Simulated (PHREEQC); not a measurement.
Dissolve 190 mmol/kgw CdSO4 and 24 mmol/kgw Na2SO4 at 20 °C. It is in equilibrium with CO2 at log p = -3.5 (atm). Otherwise closed; pH follows from the charge balance.

The numbers come from PHREEQC with the ion-association model, phreeqc.dat.

```
Item                   Result
--------------  -------------
pH                       5.62
ionic strength  0.369 mol/kgw
density           1.040 g/cm³
```

```json
[
 {"species": "Cd+2", "molality": "0.0758", "activity": "0.0218", "log γ": "-0.541"},
 {"species": "CdSO4", "molality": "0.0733", "activity": "0.0798", "log γ": "0.037"},
 {"species": "SO4-2", "molality": "0.0559", "activity": "0.0131", "log γ": "-0.631"},
 {"species": "Na+", "molality": "0.0451", "activity": "0.0327", "log γ": "-0.139"},
 {"species": "Cd(SO4)2-2", "molality": "0.0410", "activity": "0.0118", "log γ": "-0.541"},
 {"species": "NaSO4-", "molality": "0.00292", "activity": "0.00208", "log γ": "-0.148"}
]
```

Precipitation was switched off in this run. Complexes and solids missing from the database can't appear.
